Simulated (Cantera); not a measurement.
A closed system holds: 1 mol HgO, 0.86 mol H2, held at 1.00 bar.

Method: chemical equilibrium by Gibbs-energy minimisation in Cantera with the NASA 1993 tables (ideal gas, pure condensed phases). Candidate condensed phases: H2O, Hg, HgO; 10 gas species. Rates play no part. All values below are at 1050 K.

Base state: Hg 0.518, H2O 0.446, O2 0.0363 (mole fractions); condensed: gas only.

Problem. What changes in the equilibrium state with this change: H2 from 0.86 to 0.29 mol?

Solution. 
| species | before | after |
|---|---|---|
| Hg | 0.518 | 0.608 |
| O2 | 0.0363 | 0.216 |
| H2O | 0.446 | 0.176 |
